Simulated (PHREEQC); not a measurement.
Solution (5.6 °C): 0.73 mmol/kgw H4SiO4. Closed to the air; pH follows from the charge balance.

Model: ion-association model, phreeqc.dat, run in PHREEQC.

Each row changes one thing in this solution. This is a speciation only: nothing precipitates in the calculation.

```
case                                                pH  ionic strength (mol/kgw)  H3SiO4- (mol/kgw)  SI of SiO2(a) (SiO2)
-----------------------------------------------  -----  ------------------------  -----------------  --------------------
as made                                           6.64                   2.28e-7            2.19e-7                 -0.25
H4SiO4 replaced by Na2SiO3 at the same molality  11.56                   0.00146           0.000699                 -1.69
H4SiO4 from 0.00073 to 0.000657 mol/kgw           6.67                   2.17e-7            2.07e-7                 -0.30
temperature from 5.6 to 55 °C                     6.24                   5.74e-7            4.47e-7                 -0.65
H4SiO4 from 0.00073 to 0.00146 mol/kgw            6.50                   3.19e-7                  ?                 +0.05
temperature from 5.6 to 70 °C                        ?                   7.19e-7            4.94e-7                 -0.75
H4SiO4 from 0.00073 to 0.0011 mol/kgw             6.56                         ?            2.71e-7                     ?
H4SiO4 replaced by K2SiO3 at the same molality   11.56                   0.00146           0.000699                 -1.69
```

**Question.** Some entries are withheld; supply them.

**Answer.** 
- H4SiO4 from 0.00073 to 0.00146 mol/kgw, H3SiO4- (mol/kgw): 3.13e-7
- temperature from 5.6 to 70 °C, pH: 6.14
- H4SiO4 from 0.00073 to 0.0011 mol/kgw, ionic strength (mol/kgw): 2.78e-7
- H4SiO4 from 0.00073 to 0.0011 mol/kgw, SI of SiO2(a) (SiO2): -0.08

Some of these states are supersaturated (in Quartz (slow to form), Chalcedony (slow to form), for instance). Away from 25 °C the constants follow the database's enthalpies or fits; those with neither stay at their 25 °C values.
